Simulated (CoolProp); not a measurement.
The numbers come from the reference Helmholtz-energy equation of state, Thol 2016 in CoolProp.

Question: For R1234ze(E), give the phase and the Z, expansivity (1/kK), fugacity coefficient at -80.95 °C and 1880 kPa; -80.95 °C and 3750 kPa; -80.95 °C and 13100 kPa.

Answer: 
- -80.95 °C and 1880 kPa: liquid; Z 0.0922, expansivity 1.69, fugacity coefficient 0.00134
- -80.95 °C and 3750 kPa: liquid; Z 0.184, expansivity 1.67, fugacity coefficient 0.000738
- -80.95 °C and 13100 kPa: liquid; Z 0.636, expansivity 1.59, fugacity coefficient 0.000333
